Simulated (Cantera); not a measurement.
## Equilibrium for thermal oxidation and active oxidation of silicon: Si + N2O + N2 + CO2

Charge: 1 mol Si, 0.013 mol N2O, 2.5 mol N2, 0.064 mol CO2, held at 10000 Pa.

Equilibrium computed with Cantera from the NASA thermochemical tables; the gas is ideal and each condensed phase is pure. Candidate condensed phases: C, Si, SiC, SiO2, Si2N2O, Si3N4; 34 gas species. Mutual solubility and eutectic melting of coexisting phases are not modelled. Rates play no part.

```tsv
T (K)	log p N2	log p CO	log p SiO	log p Si	log p SiN	n C(graphite)	n Si2N2O(s)	n Si3N4(s)	n SiC(s)
1198	-1.00	-7.26	-12.27	<-13	<-13	0.0640	0.141	0.239	0
1273	-1.00	-6.42	-10.77	<-13	<-13	0.0640	0.141	0.239	0
1348	-1.00	-5.67	-9.44	-12.91	-12.99	0.0640	0.141	0.239	0
1423	-1.00	-5.00	-8.26	-11.50	-11.74	0.0638	0.141	0.239	0
1498	-1.00	-4.40	-7.20	-10.23	-10.61	0.0632	0.140	0.240	0
1573	-1.00	-4.06	-6.24	-9.08	-9.60	0	0.139	0.220	0.0623
1648	-1.00	-3.82	-5.37	-8.04	-8.68	0	0.138	0.221	0.0611
1723	-1.00	-3.61	-4.58	-7.09	-7.84	0	0.136	0.223	0.0593
1798	-1.00	-3.42	-3.85	-6.22	-7.07	0	0.131	0.226	0.0566
```
log p: log10 of the partial pressure in bar; n: condensed amount in mol.

From 1198 K to 1498 K the condensed part is C(graphite) + Si2N2O(s) + Si3N4(s). From 1573 K to 1798 K the condensed part is SiC(s) + Si2N2O(s) + Si3N4(s).
